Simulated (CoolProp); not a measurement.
Model: reference Helmholtz-energy equation of state, Lemmon 2000, in CoolProp. It is a pseudo-pure fit of the blend.

For dry air, give the phase and the cp (kJ/(kg K)), conductivity (mW/(m K)) at -85.45 °C and 1.82 MPa; -63.55 °C and 1.82 MPa; 23.75 °C and 1.82 MPa.


- -85.45 °C and 1.82 MPa: gas; cp 1.11, conductivity 18.6
- -63.55 °C and 1.82 MPa: gas; cp 1.08, conductivity 20.3
- 23.75 °C and 1.82 MPa: gas; cp 1.03, conductivity 26.8

Thermal conductivity comes from a separate model (Lemmon 2004).
